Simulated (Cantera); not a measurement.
Feed: 1 mol Si₃N₄, 0.64 mol CO₂, 1.7 mol N₂, at 1102 °C and 1600 Pa.

These are equilibrium values from Cantera (NASA tables, ideal gas, pure condensed phases), not measurements of a reactor. Candidate condensed phases: C, Si, SiC, SiO₂, Si₂N₂O, Si₃N₄; 34 gas species. Mutual solubility and eutectic melting of coexisting phases are not modelled. The numbers say what is thermodynamically allowed, not how fast it happens.

Base state: N₂ 1.000, CO 0.000129 (mole fractions); condensed: C(graphite) + Si₂N₂O(s) + Si₃N₄(s).

Question: What changes in the equilibrium state with this change: temperature from 1102 °C to 1725 °C?

Answer: 
| species | before | after |
|---|---|---|
| N₂ | 1.000 | 0.741 |
| SiO | 1.14e-7 | 0.194 |
| CO | 0.000129 | 0.0621 |
| Si | <1e-9 | 0.00266 |
| Si₂N | <1e-9 | 9.96e-5 |
| SiN | <1e-9 | 7.57e-5 |
| C(graphite), mol | 0.640 | 0 |
| Si₂N₂O(s), mol | 1.28 | 0 |
| Si₃N₄(s), mol | 0.147 | 0 |
| Si(l), mol | 0 | 1.68 |
| SiC(s), mol | 0 | 0.330 |
The tables' values for SiN are old estimates; treat these amounts as uncertain.
